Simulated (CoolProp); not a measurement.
A closed Brayton cycle with carbon dioxide: compressor inlet 327.15 K and 8.1 MPa, high pressure 23 MPa, turbine inlet 735 K, compressor efficiency 0.85, turbine efficiency 0.93, recuperator effectiveness 0.95 (on enthalpy, no pinch check). Each further row changes one setting.

Model: reference Helmholtz-energy equation of state, Span 1996, in CoolProp.

```tsv
case	thermal efficiency (%)	net work (kJ/kg)	compressor to turbine work	compressor exit (K)	turbine exit (K)
as stated	31.9	66.5	0.46	417.3	615.3
turbine inlet 685 K	(withheld)	(withheld)	0.50	417.3	569.8
compressor inlet 337.15 K	30.2	60.2	0.51	432.8	615.3
high pressure 19.6 MPa	(withheld)	59.5	(withheld)	(withheld)	633.2
recuperator effectiveness 0.5	21.4	66.5	0.46	417.3	615.3
```

Fill in the missing entries.


- turbine inlet 685 K, thermal efficiency (%): 28.8
- turbine inlet 685 K, net work (kJ/kg): 56.3
- high pressure 19.6 MPa, thermal efficiency (%): 32.0
- high pressure 19.6 MPa, compressor to turbine work: 0.44
- high pressure 19.6 MPa, compressor exit (K): 403.0
